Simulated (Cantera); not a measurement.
Ignition delay

Mixture: 4.62 % CH4, 20.1 % O2, 75.3 % N2, equivalence ratio 0.46, at 10.0 bar, adiabatic and at constant volume. Ignition delay is the time to a rise of 400 K.

Computed with Cantera and GRI-Mech 3.0 (53 species, 325 reactions).

| T0 (K) | delay (ms) |
|---|---|
| 1225 | 2.43 |
| 1325 | 0.766 |
| 1425 | 0.273 |
| 1525 | 0.108 |
| 1625 | 0.0475 |
| 1725 | 0.0229 |
| 1825 | 0.0120 |
| 1925 | 0.00677 |
| 2025 | 0.00409 |

| Property | Value |
|---|---|
| apparent activation energy between 1825 and 2025 K | 170 kJ/mol |
